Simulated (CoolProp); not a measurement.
Properties of ethylene along the isotherm 176.85 °C.

Values from CoolProp's reference Helmholtz-energy equation of state, Smukala 2000.

```
p (kPa)          phase  density (kg/m³)  cv (kJ/(kg K))  isothermal compressibility (1/MPa)  fugacity coefficient
-------  -------------  ---------------  --------------  ----------------------------------  --------------------
1800               gas            13.83           1.776                              0.5692                0.9757
3600               gas            28.35           1.787                              0.2911                0.9524
5400     supercritical            43.54           1.798                              0.1980                0.9301
7200     supercritical            59.36           1.808                              0.1507                0.9090
9000     supercritical            75.71           1.818                              0.1217                0.8890
10800    supercritical            92.47           1.827                              0.1015                0.8703
12600    supercritical            109.4           1.835                             0.08631                0.8530
14400    supercritical            126.4           1.842                             0.07416                0.8370
16200    supercritical            143.1           1.849                             0.06408                0.8225
18000    supercritical                …           1.854                             0.05557                0.8094
19800    supercritical            174.9           1.859                             0.04832                0.7977
21600    supercritical            189.7               …                             0.04213                     …
23400    supercritical            203.7           1.867                             0.03688                0.7785
25200    supercritical            216.8           1.870                             0.03241                0.7708
```

Problem. Fill in the missing entries.

Solution. 
- 18000, density (kg/m³): 159.3
- 21600, cv (kJ/(kg K)): 1.863
- 21600, fugacity coefficient: 0.7874
